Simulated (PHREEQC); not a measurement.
Make-up at 16 °C: 12 mmol/kgw NaCl and 0.19 mmol/kgw Na2B4O7. Closed to the air; pH follows from the charge balance.

Equilibrium calculation in PHREEQC: ion-association model, phreeqc.dat.

Each row changes one thing in this solution. No solid was allowed to form.

```csv
case,pH,ionic strength (mol/kgw)
as made,9.24,0.0124
NaCl left out,(withheld),0.000380
NaCl replaced by NaBr at the same molality,9.24,0.0124
temperature from 16 to 15 °C,9.25,0.0124
temperature from 16 to 60 °C,8.78,0.0124
Na2B4O7 from 0.00019 to 0.000209 mol/kgw,9.24,0.0124
Na2B4O7 from 0.00019 to 3.8e-05 mol/kgw,(withheld),0.0121
Na2B4O7 left out,7.15,(withheld)
```

Q: Complete the blanks.

A: 
- NaCl left out, pH: 9.28
- Na2B4O7 from 0.00019 to 3.8e-05 mol/kgw, pH: 9.17
- Na2B4O7 left out, ionic strength (mol/kgw): 0.0120

At this temperature some constants are extrapolated from 25 °C, and those without enthalpy data are left unchanged.
